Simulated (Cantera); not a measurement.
A Cantera script and its output.

```python
import numpy as np
import cantera as ct

gas = ct.Solution("gri30.yaml")
gas.TPX = 1175, 101325, {'CO': 0.0012, 'O2': 0.022, 'H2O': 0.00077, 'N2': 1}
reactor = ct.IdealGasConstPressureReactor(gas, energy="off", clone=False)
net = ct.ReactorNet([reactor])
net.rtol, net.atol = 1e-08, 1e-18
show = ['CO', 'O2', 'H2O', 'CO2', 'OH', 'HO2']
times = np.geomspace(1e-06, 100, 12)

steps = ct.SolutionArray(gas, extra=["t"])
rows = []
print(f"{'t/s':>10s}{'T/K':>9s}{'P/Pa':>11s}" + "".join(f"{s:>11s}" for s in show))
for t in times:
    while net.time < t:
        t_next = net.step()
        steps.append(gas.state, t=t_next)
    rows.append([np.interp(t, steps.t, y) for y in (steps.T, steps.P, *steps(*show).X.T)])
    print(f"{t:10.3e}{rows[-1][0]:9.1f}{rows[-1][1]:11.4g}" + "".join(f"{x:11.3e}" for x in rows[-1][2:]))
rate = np.gradient(steps.T, steps.t)
print("integrator steps:", len(steps.t))
if steps.T.max() > steps.T[0] + 200:
    print(f"time of steepest temperature rise: {steps.t[rate.argmax()]:.4e} s")
gas.TPX = 1175, 101325, {'CO': 0.0012, 'O2': 0.022, 'H2O': 0.00077, 'N2': 1}
gas.equilibrate("TP")
print(f"equilibrium (TP): T = {gas.T:.1f} K  " + "  ".join(f"{s} {gas[s].X[0]:.3e}" for s in show))
```

Result:

```
       t/s      T/K       P/Pa         CO         O2        H2O        CO2         OH        HO2
 1.000e-06   1175.0  1.013e+05  1.172e-03  2.149e-02  7.520e-04  8.399e-13  3.671e-15  3.582e-15
 5.337e-06   1175.0  1.013e+05  1.172e-03  2.149e-02  7.520e-04  4.482e-12  2.156e-14  1.911e-14
 2.848e-05   1175.0  1.013e+05  1.172e-03  2.149e-02  7.520e-04  2.393e-11  1.706e-13  1.023e-13
 1.520e-04   1175.0  1.013e+05  1.172e-03  2.149e-02  7.520e-04  1.283e-10  2.419e-12  6.068e-13
 8.111e-04   1175.0  1.013e+05  1.172e-03  2.149e-02  7.520e-04  7.335e-10  4.935e-11  1.183e-11
 4.329e-03   1175.0  1.013e+05  1.172e-03  2.148e-02  7.520e-04  9.569e-09  1.219e-09  1.062e-09
 2.310e-02   1175.0  1.013e+05  1.137e-03  2.146e-02  7.494e-04  3.479e-05  3.465e-06  8.301e-07
 1.233e-01   1175.0  1.013e+05  2.205e-04  2.101e-02  7.496e-04  9.520e-04  4.168e-06  4.995e-07
 6.579e-01   1175.0  1.013e+05  9.653e-06  2.092e-02  7.518e-04  1.163e-03  1.196e-06  4.990e-08
 3.511e+00   1175.0  1.013e+05  1.398e-07  2.091e-02  7.523e-04  1.172e-03  3.071e-07  1.718e-09
 1.874e+01   1175.0  1.013e+05  1.925e-10  2.091e-02  7.523e-04  1.173e-03  1.364e-07  2.505e-10
 1.000e+02   1175.0  1.013e+05  7.756e-11  2.091e-02  7.524e-04  1.173e-03  1.031e-07  1.557e-10
integrator steps: 1526
equilibrium (TP): T = 1175.0 K  CO 7.761e-11  O2 2.088e-02  H2O 7.524e-04  CO2 1.173e-03  OH 1.030e-07  HO2 1.556e-10
```

Cantera simulation using GRI-Mech 3.0 (53 species, 325 reactions); the numbers are that mechanism's predictions, not measurements.
